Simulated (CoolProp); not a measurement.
Ammonia at 511.8 K and 1.61 MPa is throttled through a valve to 0.418 MPa with no heat exchange. Each further row changes one setting.

Values from CoolProp's reference Helmholtz-energy equation of state, Gao 2020.

```tsv
case	temperature change (K)	final density (kg/m³)
as stated	-6.3	1.70
outlet pressure 0.125 MPa	-7.9	0.509
outlet pressure 0.543 MPa	-5.7	2.21
```
